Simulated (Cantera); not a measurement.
An isothermal plug-flow reactor at 773 K and 2.00 bar (inlet), inlet velocity 0.096 m/s, active area per volume 410 1/m; feed 0.673 % CO, 18.8 % O2, 78.2 % N2, 2.28 % H2O, equivalence ratio 0.018.

Detailed kinetics in Cantera: Deutschmann's 1995 Pt surface mechanism with GRI-Mech 3.0 gas chemistry. Catalytic surfaces can have several steady states; this one follows from the mechanism file's or the stated starting coverage. Mass transfer to the wall is taken as infinitely fast.

x: gas mole fraction; θ: surface coverage.

| z (m) | x CO | x O2 | x H2O | x CO2 | θ free Pt | θ O* | θ OH* |
|---|---|---|---|---|---|---|---|
| 0.00033 | 0.00559 | 0.188 | 0.0228 | 0.00115 | 0.0195 | 0.976 | 0.00364 |
| 0.00071 | (withheld) | 0.187 | 0.0228 | (withheld) | 0.0181 | 0.978 | 0.00352 |
| 0.0015 | 0.00340 | 0.187 | 0.0228 | 0.00334 | 0.0166 | 0.980 | 0.00337 |
| 0.0033 | 0.00186 | 0.186 | 0.0228 | 0.00489 | 0.0152 | 0.981 | 0.00323 |
| 0.0071 | (withheld) | 0.186 | 0.0228 | (withheld) | 0.0143 | 0.982 | 0.00314 |
| 0.015 | 7.33e-5 | 0.185 | 0.0229 | 0.00668 | 0.0140 | 0.983 | 0.00310 |
| 0.033 | 6.36e-7 | 0.185 | 0.0229 | 0.00676 | 0.0139 | 0.983 | 0.00310 |

Task: Some entries are withheld; supply them.

Result: 
- 0.00071, x CO: 0.00467
- 0.00071, x CO2: 0.00207
- 0.0071, x CO: 0.000614
- 0.0071, x CO2: 0.00614
